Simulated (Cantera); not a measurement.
## Ta(OEt)5 + CH4 (tantalum, niobium, vanadium and zirconium in process gases)

Input: 1 mol Ta(OEt)5, 0.38 mol CH4, at 1.20 mbar.

Method: chemical equilibrium by Gibbs-energy minimisation in Cantera with the NASA 1993 tables (ideal gas, pure condensed phases). Candidate condensed phases: C, C6H6, C7H8, C8H18, H2O, Ta, TaC, Ta2O5; 113 gas species. The feed counts by its element totals alone. TaC: taken at fixed stoichiometry. Condensed phases not in the tables: Ta2C. Equilibrium is a limit: real reactors are often held back by kinetics, nucleation or transport.

```tsv
T (°C)	x H2	x CO	x H2O	x CH4	x CO2	x H	x C2H2 (acetylene)	x CH3	n C(graphite)	n TaC(s)	n Ta2O5(s)
702	0.826	0.174	0.000103	0.000103	3.47e-5	3.00e-8	4.71e-10	6.35e-11	7.48	0.115	0.442
752	0.726	0.274	6.33e-5	4.65e-5	3.09e-5	1.07e-7	1.60e-9	1.20e-10	4.38	1.00	0
802	0.726	0.274	3.01e-5	2.85e-5	1.22e-5	3.61e-7	5.46e-9	2.56e-10	4.38	1.00	0
852	0.726	0.274	1.53e-5	1.83e-5	5.26e-6	1.09e-6	1.67e-8	5.09e-10	4.38	1.00	0
902	0.726	0.274	8.27e-6	1.21e-5	2.44e-6	3.02e-6	4.62e-8	9.51e-10	4.38	1.00	0
952	0.726	0.274	4.69e-6	8.31e-6	1.20e-6	7.67e-6	1.18e-7	1.69e-9	4.38	1.00	0
1002	0.726	0.274	2.78e-6	5.86e-6	6.31e-7	1.81e-5	2.79e-7	2.86e-9	4.38	1.00	0
```
x: gas mole fraction; n: condensed amount in mol.

At 702 °C the condensed part is C(graphite) + TaC(s) + Ta2O5(s). From 752 °C to 1002 °C the condensed part is C(graphite) + TaC(s).
